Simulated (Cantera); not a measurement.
Input: 1 mol Si, 2 mol F₂, 0.72 mol H₂, at 1.00 bar.

Equilibrium computed with Cantera from the NASA thermochemical tables; the gas is ideal and each condensed phase is pure. Candidate condensed phases: Si; 25 gas species. The tables' values for SiF₃, SiF₂ are old estimates; treat these amounts as uncertain. The numbers say what is thermodynamically allowed, not how fast it happens. All values below are at 1498 K.

Base state: SiF₄ 0.564, H₂ 0.406, HF 0.0151, SiF₃ 0.00751, SiHF₃ 0.00735, SiF₂ 5.71e-5, SiH₂F₂ 4.37e-5, H 1.09e-5 (mole fractions); condensed: gas only.

What changes in the equilibrium state with this change: F₂ from 2 to 2.1 mol?


```json
[
 {"species": "SiF₄", "before": "0.564", "after": "0.547"},
 {"species": "H₂", "before": "0.406", "after": "0.339"},
 {"species": "HF", "before": "0.0151", "after": "0.112"},
 {"species": "SiH₂F₂", "before": "4.37e-5", "after": "5.40e-7"},
 {"species": "SiF₂", "before": "5.71e-5", "after": "8.44e-7"},
 {"species": "SiHF₃", "before": "0.00735", "after": "0.000806"},
 {"species": "SiF₃", "before": "0.00751", "after": "0.000900"},
 {"species": "H", "before": "1.09e-5", "after": "1.00e-5"}
]
```
The tables' values for SiF₃ are old estimates; treat these amounts as uncertain.
